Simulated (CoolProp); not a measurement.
Vapour-liquid equilibrium of carbon dioxide (1) + CH2F2 (R32) (2) at 263.2 K; x and y are mole fractions of (1).

Computed with CoolProp (multi-fluid Helmholtz-energy mixture model, Span 1996 and Tillner-Roth 1997; pair parameters Bell 2016).

```json
[
 {"x": "0.05", "bubble pressure, mixture model (MPa)": "0.6822", "bubble pressure, Raoult's law (MPa)": "0.6871", "y, mixture model": "0.169", "y, Raoult's law": "0.193"},
 {"x": "0.125", "bubble pressure, mixture model (MPa)": "0.8320", "bubble pressure, Raoult's law (MPa)": "0.8422", "y, mixture model": "0.353", "y, Raoult's law": "0.394"},
 {"x": "0.2", "bubble pressure, mixture model (MPa)": "0.9834", "bubble pressure, Raoult's law (MPa)": "0.9974", "y, mixture model": "0.485", "y, Raoult's law": "0.532"},
 {"x": "0.275", "bubble pressure, mixture model (MPa)": "1.135", "bubble pressure, Raoult's law (MPa)": "1.153", "y, mixture model": "0.583", "y, Raoult's law": "0.633"},
 {"x": "0.35", "bubble pressure, mixture model (MPa)": "1.287", "bubble pressure, Raoult's law (MPa)": "1.308", "y, mixture model": "0.660", "y, Raoult's law": "0.710"},
 {"x": "0.425", "bubble pressure, mixture model (MPa)": "1.439", "bubble pressure, Raoult's law (MPa)": "1.463", "y, mixture model": "0.721", "y, Raoult's law": "0.771"},
 {"x": "0.5", "bubble pressure, mixture model (MPa)": "1.591", "bubble pressure, Raoult's law (MPa)": "1.618", "y, mixture model": "0.773", "y, Raoult's law": "0.820"},
 {"x": "0.575", "bubble pressure, mixture model (MPa)": "1.743", "bubble pressure, Raoult's law (MPa)": "1.773", "y, mixture model": "0.817", "y, Raoult's law": "0.860"},
 {"x": "0.65", "bubble pressure, mixture model (MPa)": "1.896", "bubble pressure, Raoult's law (MPa)": "1.928", "y, mixture model": "0.855", "y, Raoult's law": "0.894"},
 {"x": "0.725", "bubble pressure, mixture model (MPa)": "2.051", "bubble pressure, Raoult's law (MPa)": "2.084", "y, mixture model": "0.890", "y, Raoult's law": "0.923"},
 {"x": "0.8", "bubble pressure, mixture model (MPa)": "2.208", "bubble pressure, Raoult's law (MPa)": "2.239", "y, mixture model": "0.921", "y, Raoult's law": "0.948"},
 {"x": "0.875", "bubble pressure, mixture model (MPa)": "2.369", "bubble pressure, Raoult's law (MPa)": "2.394", "y, mixture model": "0.952", "y, Raoult's law": "0.970"},
 {"x": "0.95", "bubble pressure, mixture model (MPa)": "2.537", "bubble pressure, Raoult's law (MPa)": "2.549", "y, mixture model": "0.981", "y, Raoult's law": "0.989"}
]
```

The largest gap from Raoult's law is -1.7 % in bubble pressure, at x = 0.575. No azeotrope shows between x = 0.05 and 0.95.

Pair parameters are fitted to limited data, so mixtures are less certain than the pure fluids.
